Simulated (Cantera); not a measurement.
Input: 1 mol B₂O₃, 0.22 mol O₂, held at 0.0133 bar.

These are equilibrium values from Cantera (NASA tables, ideal gas, pure condensed phases), not measurements of a reactor. Candidate condensed phases: B, B₂O₃; 10 gas species. Rates play no part.

x: gas mole fraction; n: condensed amount in mol.

```json
[
 {"T (°C)": "1027", "x O₂": "1.000", "x B₂O₃": "1.40e-5", "x BO₂": "4.85e-6", "x O": "1.53e-6", "x BO": "1.04e-12", "x B₂O₂": "<1e-12", "n B₂O₃(l)": "1.000"},
 {"T (°C)": "1102", "x O₂": "1.000", "x B₂O₃": "9.86e-5", "x BO₂": "2.55e-5", "x O": "5.51e-6", "x BO": "2.23e-11", "x B₂O₂": "<1e-12", "n B₂O₃(l)": "1.000"},
 {"T (°C)": "1177", "x O₂": "0.999", "x B₂O₃": "0.000564", "x BO₂": "0.000113", "x O": "1.74e-5", "x BO": "3.46e-10", "x B₂O₂": "<1e-12", "n B₂O₃(l)": "1.000"},
 {"T (°C)": "1252", "x O₂": "0.997", "x B₂O₃": "0.00269", "x BO₂": "0.000428", "x O": "4.90e-5", "x BO": "4.09e-9", "x B₂O₂": "4.38e-12", "n B₂O₃(l)": "0.999"},
 {"T (°C)": "1327", "x O₂": "0.987", "x B₂O₃": "0.0110", "x BO₂": "0.00143", "x O": "0.000125", "x BO": "3.81e-8", "x B₂O₂": "7.34e-11", "n B₂O₃(l)": "0.997"},
 {"T (°C)": "1402", "x O₂": "0.956", "x B₂O₃": "(withheld)", "x BO₂": "(withheld)", "x O": "(withheld)", "x BO": "(withheld)", "x B₂O₂": "(withheld)", "n B₂O₃(l)": "0.990"},
 {"T (°C)": "1477", "x O₂": "0.863", "x B₂O₃": "0.126", "x BO₂": "0.0112", "x O": "0.000602", "x BO": "1.89e-6", "x B₂O₂": "1.04e-8", "n B₂O₃(l)": "0.967"},
 {"T (°C)": "1552", "x O₂": "(withheld)", "x B₂O₃": "(withheld)", "x BO₂": "(withheld)", "x O": "0.00104", "x BO": "(withheld)", "x B₂O₂": "(withheld)", "n B₂O₃(l)": "(withheld)"},
 {"T (°C)": "1627", "x O₂": "0.168", "x B₂O₃": "0.792", "x BO₂": "0.0390", "x O": "0.00106", "x BO": "6.66e-5", "x B₂O₂": "1.17e-6", "n B₂O₃(l)": "0"},
 {"T (°C)": "1702", "x O₂": "0.163", "x B₂O₃": "0.781", "x BO₂": "0.0533", "x O": "0.00193", "x BO": "0.000179", "x B₂O₂": "2.91e-6", "n B₂O₃(l)": "0"},
 {"T (°C)": "1777", "x O₂": "0.158", "x B₂O₃": "0.768", "x BO₂": "0.0708", "x O": "0.00334", "x BO": "0.000446", "x B₂O₂": "6.79e-6", "n B₂O₃(l)": "0"}
]
```

Q: Complete the blanks.

A: 
- 1552, x O₂: 0.611
- 1552, x B₂O₃: 0.362
- 1552, x BO₂: 0.0256
- 1552, x BO: 1.12e-5
- 1552, x B₂O₂: 1.04e-7
- 1552, n B₂O₃(l): 0.867
- 1402, x B₂O₃: 0.0394
- 1402, x BO₂: 0.00423
- 1402, x O: 0.000289
- 1402, x BO: 2.91e-7
- 1402, x B₂O₂: 9.61e-10
